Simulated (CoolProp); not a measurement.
Computed with CoolProp (reference Helmholtz-energy equation of state, Gao 2022).

Question: For n-perfluorohexane, give the phase and the density (kg/m³), cp (kJ/(kg K)), isothermal compressibility (1/MPa) at 176.85 °C and 0.29 MPa; 176.85 °C and 0.871 MPa.

Answer: 
- 176.85 °C and 0.29 MPa: gas; density 27.9, cp 1.02, isothermal compressibility 3.68
- 176.85 °C and 0.871 MPa: gas; density 98.5, cp 1.07, isothermal compressibility 1.49
